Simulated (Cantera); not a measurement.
Mixture: C2H4 : O2 : N2 : H2O = 1 : 2.73 : 10.3 : 1.3 (molar parts), at 9.50 bar, adiabatic and at constant pressure. Ignition delay is the time to a rise of 400 K.

Detailed kinetics in Cantera: GRI-Mech 3.0 (53 species, 325 reactions). GRI-Mech 3.0 was tuned for natural gas; its chemistry of ethylene as a main component is partial and can be far from experiment.

Problem. At T0 = 1448 K, what is the delay, and which 6 reactions control it most (d ln τ / d ln k, from doubling and halving each rate constant)?

Solution. The delay is 9.47 µs.
```json
[
 {"reaction": "C2H3 + O2 <=> CH2CHO + O", "d ln τ / d ln k": "-0.78", "faster rate": "shortens it"},
 {"reaction": "H + O2 <=> O + OH", "d ln τ / d ln k": "-0.75", "faster rate": "shortens it"},
 {"reaction": "C2H3 + O2 <=> CH2O + HCO", "d ln τ / d ln k": "0.59", "faster rate": "lengthens it"},
 {"reaction": "C2H4 + O <=> CH2CHO + H", "d ln τ / d ln k": "-0.54", "faster rate": "shortens it"},
 {"reaction": "C2H4 + O <=> CH3 + HCO", "d ln τ / d ln k": "0.50", "faster rate": "lengthens it"},
 {"reaction": "H + O2 + H2O <=> HO2 + H2O", "d ln τ / d ln k": "0.33", "faster rate": "lengthens it"}
]
```
